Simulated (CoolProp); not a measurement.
Isopentane along the isotherm 69.05 °C: Z from the reference equation and from simpler models built on Tc = 187.2 °C, pc = 3.378 MPa, ω = 0.227; each cubic takes its own stable root.

Model: reference Helmholtz-energy equation of state, Lemmon 2006, in CoolProp. It is a short technical equation, of lower accuracy than the large ones.

```tsv
p (MPa)	phase	reference	van der Waals	Redlich-Kwong	Soave-Redlich-Kwong
0.016	gas	0.9957	0.9972	0.9963	0.9960
0.0259	gas	0.9930	0.9954	0.9940	0.9935
0.0418	gas	0.9886	0.9926	0.9903	0.9895
0.0676	gas	0.9815	0.9880	0.9842	0.9829
0.109	gas	0.9698	0.9804	0.9743	0.9721
0.176	gas	0.9503	0.9680	0.9579	(withheld)
0.285	gas	(withheld)	0.9472	0.9302	(withheld)
0.46	liquid	(withheld)	(withheld)	0.8823	0.02237
0.744	liquid	0.03322	0.8472	0.03753	0.03610
1.2	liquid	(withheld)	(withheld)	0.06026	0.05804
1.94	liquid	0.08620	0.1385	0.09675	0.09334
3.14	liquid	0.1389	0.2203	0.1550	(withheld)
5.07	liquid	0.2227	0.3479	0.2466	0.2392
```

Complete the blanks.


- 0.176, Soave-Redlich-Kwong: 0.9543
- 0.285, reference: 0.9167
- 0.285, Soave-Redlich-Kwong: 0.9240
- 0.46, reference: 0.02056
- 0.46, van der Waals: 0.9117
- 1.2, reference: 0.05348
- 1.2, van der Waals: 0.08671
- 3.14, Soave-Redlich-Kwong: 0.1499

At some of these states van der Waals, Redlich-Kwong gives the other phase, because its saturation line lies elsewhere.
